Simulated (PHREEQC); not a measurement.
1.6 g of hydrous ferric oxide (600 m²/g; 0.2 weak and 0.005 strong sites per Fe, Dzombak-Morel constants, diffuse double layer) in 1 kg of water with 0.001 mol/kgw of an inert sodium salt and 6.1e-05 mol/kgw Na2SO4, at 25 °C; the pH is set by adding NaOH or the inert anion's acid. Oxygen alone is held at its pressure in air (log pO2 = -0.68). CO2 from the air is kept out. Nothing may precipitate in this run.

The series has 17 steps of pH, from 4 to 12.

Model: ion-association model, wateq4f.dat, run in PHREEQC.

**Question.** Near which pH is half of the S sorbed, and on which side is more sorbed?

**Answer.** Near pH 7.2, with more sorbed at lower pH.
